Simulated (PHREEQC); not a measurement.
A PHREEQC speciation (ion-association model, phreeqc.dat) at 80 °C gives pH 4.49 and these molalities:

```
species    mol/kgw
--------  --------
FeSO4        0.329
SO4-2        0.226
Fe+2         0.169
FeH2PO4+    0.0716
Na+         0.0627
NaSO4-      0.0143
H2PO4-     0.00461
FeHPO4    0.000737
HSO4-     0.000538
FeHSO4+   0.000200
HPO4-2     4.89e-5
H+         4.45e-5
H3PO4      1.99e-5
FeOH+      1.54e-5
```

What are the element totals, and what could have been dissolved in 1 kg of water to give them?

Several could match; the one computed here: totals Fe(2) 0.570, Na 0.0770, P 0.0770, S(6) 0.570 mol/kgw, from 0.57 mol FeSO4 and 0.077 mol NaH2PO4 per kg of water.

Precipitation was switched off in this run. Caution: at this ionic strength the ion-association model is outside its range; a Pitzer model would be the better tool where its parameters exist. Away from 25 °C the constants follow the database's enthalpies or fits; those with neither stay at their 25 °C values.
